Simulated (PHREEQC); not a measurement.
A solution holds 1.8 mmol/kgw HF, 80 mmol/kgw NaF and 61 mmol/kgw H2SO4, at 25 °C. Closed to the air; pH follows from the charge balance.

Computed with PHREEQC (ion-association model, phreeqc.dat).

No solid was allowed to form.

### Question
Order these Na species by the share of Na that they hold, largest first: NaSO4-, Na+, NaF.

### Answer
Na+ (95 %), NaSO4- (5.2 %), NaF (0.12 %)

### Question
Order these F species by the share of F that they hold, largest first: F-, NaF, HF2-, HF.

### Answer
HF (92 %), F- (4.7 %), HF2- (2.7 %), NaF (0.11 %)

The pH is 1.74 and the ionic strength 0.130 mol/kgw.
